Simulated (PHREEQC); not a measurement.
0.36 g of hydrous ferric oxide (600 m²/g; 0.2 weak and 0.005 strong sites per Fe, Dzombak-Morel constants, diffuse double layer) in 1 kg of water with 0.3 mol/kgw of an inert sodium salt and 1.5e-05 mol CaCl2 and 9.8e-07 mol NaH2PO4, at 25 °C; the pH is set by adding NaOH or the inert anion's acid. Oxygen alone is held at its pressure in air (log pO2 = -0.68). CO2 from the air is kept out. No solid was allowed to form.

Equilibrium calculation in PHREEQC: ion-association model, wateq4f.dat.

**Question.** Predict Ca sorbed (%), surface charge σ (C/m²) at pH = 5.5, 7.

**Answer.** 
```csv
pH,Ca sorbed (%),surface charge σ (C/m²)
5.5,0.0,0.210
7,1.1,0.066
```

H3PO4, which wateq4f.dat lacks, is added to it with the constant of phreeqc.dat.
